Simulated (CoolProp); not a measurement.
The fluid at 293.15 K and 12.1 MPa is throttled through a valve to 3.3 MPa with no heat exchange. The same conditions are run with several fluids, on thermodynamics alone (safety and materials aside).

Values from CoolProp's reference Helmholtz-energy equation of state of each fluid (hydrogen chloride: Thol 2018; dimethyl ether: Wu 2011; cyclopentane: Gedanitz 2015; CH3F (R41): Lemmon 2006; R1233zd(E): Akasaka 2022).

| fluid | temperature change (K) | final phase | final density (kg/m³) |
|---|---|---|---|
| hydrogen chloride | -10.4 | two-phase, vapour fraction 0.060 | 534 |
| dimethyl ether | +2.0 | liquid | 672 |
| cyclopentane | +4.2 | liquid | 744 |
| CH3F (R41) | -3.8 | liquid | 618 |
| R1233zd(E) | +2.9 | liquid | 1280 |
